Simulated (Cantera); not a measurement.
Cantera run, input and output.

```python
import numpy as np
import cantera as ct

gas = ct.Solution("gri30.yaml")


def delay(T, t_max=10):
    gas.TPX = T, 2600000, {'CH4': 1, 'O2': 3.39, 'N2': 12.7}
    reactor = ct.IdealGasConstPressureReactor(gas, clone=False)
    net = ct.ReactorNet([reactor])
    net.rtol, net.atol = 1e-8, 1e-16
    while net.time < t_max:
        t_old, T_old = net.time, reactor.T
        net.step()
        if reactor.T > T + 400:  # ignition: a rise of 400 K
            return t_old + (T + 400 - T_old) / (reactor.T - T_old) * (net.time - t_old)
    return np.nan


taus = []
for T in [1100, 1175, 1250, 1325, 1400, 1475]:
    taus.append(delay(T))
    print(f"T0 = {T:6g} K   tau = {taus[-1]:.4e} s")
```

Output:

```
T0 =   1100 K   tau = 5.4365e-03 s
T0 =   1175 K   tau = 1.9217e-03 s
T0 =   1250 K   tau = 7.7441e-04 s
T0 =   1325 K   tau = 3.4350e-04 s
T0 =   1400 K   tau = 1.6374e-04 s
T0 =   1475 K   tau = 8.2663e-05 s
```

Cantera simulation using GRI-Mech 3.0 (53 species, 325 reactions); the numbers are that mechanism's predictions, not measurements. The pressure lies above the range GRI-Mech 3.0 was tuned for (to about 10 atm).
